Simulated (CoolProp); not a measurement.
Saturation properties of R1233zd(E) (Tc = 165.7 °C, pc = 3583 kPa, ω = 0.304).

Values from CoolProp's reference Helmholtz-energy equation of state, Akasaka 2022.

```json
[
 {"T (°C)": "60.15", "p (kPa)": "393.1", "liquid density (kg/m³)": "1173", "enthalpy of vaporisation (kJ/kg)": "171.5", "liquid cp (kJ/(kg K))": "1.269"},
 {"T (°C)": "68.15", "p (kPa)": "487.8", "liquid density (kg/m³)": "1150", "enthalpy of vaporisation (kJ/kg)": "166.5", "liquid cp (kJ/(kg K))": "1.292"},
 {"T (°C)": "76.25", "p (kPa)": "600.3", "liquid density (kg/m³)": "1126", "enthalpy of vaporisation (kJ/kg)": "161.0", "liquid cp (kJ/(kg K))": "1.317"},
 {"T (°C)": "84.35", "p (kPa)": "731.3", "liquid density (kg/m³)": "1102", "enthalpy of vaporisation (kJ/kg)": "155.2", "liquid cp (kJ/(kg K))": "1.344"},
 {"T (°C)": "92.35", "p (kPa)": "880.8", "liquid density (kg/m³)": "1076", "enthalpy of vaporisation (kJ/kg)": "149.1", "liquid cp (kJ/(kg K))": "1.375"},
 {"T (°C)": "100.45", "p (kPa)": "1054", "liquid density (kg/m³)": "1048", "enthalpy of vaporisation (kJ/kg)": "142.4", "liquid cp (kJ/(kg K))": "1.411"},
 {"T (°C)": "108.55", "p (kPa)": "1252", "liquid density (kg/m³)": "1019", "enthalpy of vaporisation (kJ/kg)": "135.0", "liquid cp (kJ/(kg K))": "1.454"},
 {"T (°C)": "116.55", "p (kPa)": "1474", "liquid density (kg/m³)": "987.1", "enthalpy of vaporisation (kJ/kg)": "127.1", "liquid cp (kJ/(kg K))": "1.506"},
 {"T (°C)": "124.65", "p (kPa)": "1728", "liquid density (kg/m³)": "952.3", "enthalpy of vaporisation (kJ/kg)": "118.2", "liquid cp (kJ/(kg K))": "1.576"},
 {"T (°C)": "132.75", "p (kPa)": "2013", "liquid density (kg/m³)": "913.4", "enthalpy of vaporisation (kJ/kg)": "108.0", "liquid cp (kJ/(kg K))": "1.674"},
 {"T (°C)": "140.75", "p (kPa)": "2330", "liquid density (kg/m³)": "869.2", "enthalpy of vaporisation (kJ/kg)": "96.43", "liquid cp (kJ/(kg K))": "1.825"},
 {"T (°C)": "148.85", "p (kPa)": "2688", "liquid density (kg/m³)": "815.2", "enthalpy of vaporisation (kJ/kg)": "82.17", "liquid cp (kJ/(kg K))": "2.112"},
 {"T (°C)": "156.95", "p (kPa)": "3090", "liquid density (kg/m³)": "742.6", "enthalpy of vaporisation (kJ/kg)": "63.16", "liquid cp (kJ/(kg K))": "2.898"}
]
```

It boils at 18.1 °C under 1 atm.
